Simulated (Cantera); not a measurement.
# Hydrocarbon pyrolysis for carbon deposition

An isothermal, constant-pressure homogeneous reactor starts with 3.45 % CH4, 96.6 % N2, at 1623 K and 13300 Pa.

Model: GRI-Mech 3.0 (53 species, 325 reactions), integrated in Cantera. GRI-Mech 3.0 stops at C3 and has no aromatics, soot or wall deposition, so with more carbon than oxygen in the feed, carbon stays in small species such as C2H2 where larger ones or solid carbon would form.

```tsv
t (s)	x CH4	x H2	x CH3	x CH2	x H	x C2H2
4.00e-6	0.0345	1.19e-8	6.83e-8	<1e-12	4.44e-8	<1e-12
1.49e-5	0.0345	1.14e-7	3.23e-7	<1e-12	9.57e-8	<1e-12
5.52e-5	0.0345	6.64e-7	1.44e-6	5.93e-12	1.14e-7	<1e-12
0.000205	0.0345	2.78e-6	5.66e-6	6.36e-11	1.14e-7	1.18e-12
0.000761	0.0345	1.07e-5	2.12e-5	6.91e-10	1.18e-7	2.64e-10
0.00283	0.0344	4.57e-5	7.68e-5	7.93e-9	1.69e-7	5.37e-8
0.0105	0.0339	0.000411	0.000247	7.28e-8	8.04e-7	1.06e-5
0.0390	0.0286	0.00674	0.000422	2.34e-7	7.05e-6	0.00123
0.145	0.0167	0.0252	0.000225	1.28e-7	1.78e-5	0.00811
0.538	0.00641	0.0405	9.28e-5	6.03e-8	2.93e-5	0.0135
2.00	0.00162	0.0476	2.64e-5	1.99e-8	3.83e-5	0.0159
```
x: mole fraction; the columns are a selection and need not sum to one.

Equilibrium at this temperature and pressure: CH4 1.96e-5, H2 0.0499, CH3 3.39e-7, CH2 2.77e-10, H 4.26e-5, C2H2 0.00280 (gas phase only).
